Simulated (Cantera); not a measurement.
Feed: 1 mol SiCl₄, 44 mol N₂, at 0.610 bar.

Equilibrium computed with Cantera from the NASA thermochemical tables; the gas is ideal and each condensed phase is pure. Candidate condensed phases: Si, Si₃N₄; 13 gas species. The numbers say what is thermodynamically allowed, not how fast it happens. All values below are at 1073 K.

Base state: N₂ 0.978, SiCl₄ 0.0222 (mole fractions); condensed: gas only.

**Question.** What changes in the equilibrium state with this change: SiCl₄ replaced by trisilylamine?

**Answer.** 
```json
[
 {"species": "N₂", "before": "0.978", "after": "0.904"},
 {"species": "H₂", "before": "0", "after": "0.0957"},
 {"species": "SiCl₄", "before": "0.0222", "after": "0"},
 {"species": "Si₃N₄(s), mol", "before": "0", "after": "1.00"}
]
```
The feed counts by its element totals alone.
